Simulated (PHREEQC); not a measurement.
Model water analysis in mmol/kgw, 25 °C, pH 6.65, pe 0.7:

```csv
constituent,mmol/kgw
Na,0.0041
K,0.000743
Ca,0.00211
Mg,0.000482
Cl,0.00483
S(6),0.000622
Alkalinity (meq/kgw),0.004
Sr,0.000283
F,5.74e-05
Si,0.000151
B,0.000195
```

Valence states are taken as typed.

The numbers come from PHREEQC with the ion-association model, wateq4f.dat.

Each row changes one thing in this solution. No solid was allowed to form.

```csv
case,HCO3- (mol/kgw),CO2 (mol/kgw),CO3-2 (mol/kgw),H2BO3- (mol/kgw),CaSO4 (mol/kgw),CaHCO3+ (mol/kgw),SI of Quartz (SiO2)
as made,4.18e-6,2.09e-6,8.87e-10,5.02e-10,2.53e-10,1.11e-10,-2.84
Si from 0.000151 to 0.000453 mmol/kgw,4.18e-6,2.09e-6,8.87e-10,5.02e-10,2.53e-10,1.10e-10,-2.36
Ca from 0.00211 to 0.00422 mmol/kgw,4.18e-6,2.09e-6,8.88e-10,5.02e-10,5.03e-10,2.20e-10,-2.84
temperature from 25 to 5 °C at the same typed pH,4.22e-6,3.09e-6,5.32e-10,3.40e-10,2.07e-10,6.96e-11,-2.53
all concentrations times 4 at the same typed pH,1.62e-5,8.07e-6,3.48e-9,2.02e-9,3.90e-9,1.68e-9,-2.24
```

Complexes and solids missing from the database can't appear. Away from 25 °C the constants follow the database's enthalpies or fits; those with neither stay at their 25 °C values. SiF6-2 is the database's only silicon fluoride. Real BF4- forms and hydrolyses slowly; the run takes it at equilibrium.
